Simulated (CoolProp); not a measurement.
20 sccm (0 °C, 1 atm) of nitrogen bubbles through liquid n-perfluorohexane at 288.9 K and leaves saturated at a total pressure of 0.15 MPa (ideal gas phase). Each further row changes one setting.

Values from CoolProp's reference Helmholtz-energy equation of state, Gao 2022.

```csv
case,vapour pressure (kPa),mole fraction of vapour,delivery (mg/min),delivery (sccm),change of delivery for a bath 1 K warmer (%)
as stated,19.3,___,___,___,5.6
bath temperature 293.9 K,24.3,0.162,___,___,5.6
total pressure 0.3 MPa,19.3,0.0643,___,1.37,5.2
```

Problem. Fill in the missing entries.

Solution. 
- as stated, mole fraction of vapour: 0.129
- as stated, delivery (mg/min): 44.5
- as stated, delivery (sccm): 2.95
- bath temperature 293.9 K, delivery (mg/min): 58.4
- bath temperature 293.9 K, delivery (sccm): 3.87
- total pressure 0.3 MPa, delivery (mg/min): 20.7
